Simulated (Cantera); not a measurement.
What does this Cantera script print?

```python
import numpy as np
import cantera as ct

gas = ct.Solution("gri30.yaml")


def delay(T, t_max=10):
    gas.TPX = T, 41000, {'CH4': 1, 'O2': 2.08, 'N2': 7.83, 'H2O': 0.43}
    reactor = ct.IdealGasConstPressureReactor(gas, clone=False)
    net = ct.ReactorNet([reactor])
    net.rtol, net.atol = 1e-8, 1e-16
    while net.time < t_max:
        t_old, T_old = net.time, reactor.T
        net.step()
        if reactor.T > T + 400:  # ignition: a rise of 400 K
            return t_old + (T + 400 - T_old) / (reactor.T - T_old) * (net.time - t_old)
    return np.nan


taus = []
for T in [1225, 1275, 1325, 1375, 1425, 1475, 1525, 1575]:
    taus.append(delay(T))
    print(f"T0 = {T:6g} K   tau = {taus[-1]:.4e} s")
```

It prints:

```
T0 =   1225 K   tau = 7.1857e-02 s
T0 =   1275 K   tau = 3.5576e-02 s
T0 =   1325 K   tau = 1.8293e-02 s
T0 =   1375 K   tau = 9.7827e-03 s
T0 =   1425 K   tau = 5.4580e-03 s
T0 =   1475 K   tau = 3.1860e-03 s
T0 =   1525 K   tau = 1.9471e-03 s
T0 =   1575 K   tau = 1.2430e-03 s
```

Model: GRI-Mech 3.0 (53 species, 325 reactions), integrated in Cantera.
